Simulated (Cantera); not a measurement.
An adiabatic, constant-pressure homogeneous reactor starts with CH4 : CO : O2 : N2 : H2 = 1 : 0.17 : 3.79 : 14.3 : 0.18 (molar parts), at 1300 K and 62000 Pa.

Cantera simulation using GRI-Mech 3.0 (53 species, 325 reactions); the numbers are that mechanism's predictions, not measurements.

### Question
Predict: time of steepest temperature rise; temperature at 5.00 s; equilibrium temperature; x(CO) at 5.00 s; x(O2) at 5.00 s; x(H2O2) at 5.00 s; x(HO2) at 5.00 s.

### Answer
time of steepest temperature rise: 3.55 ms
temperature at 5.00 s: 2371 K
equilibrium temperature: 2371 K
x(CO) at 5.00 s: 0.00457 (gas-phase equilibrium 0.00457)
x(O2) at 5.00 s: 0.0777 (gas-phase equilibrium 0.0777)
x(H2O2) at 5.00 s: 1.23e-7 (gas-phase equilibrium 1.23e-7)
x(HO2) at 5.00 s: 4.35e-6 (gas-phase equilibrium 4.35e-6)
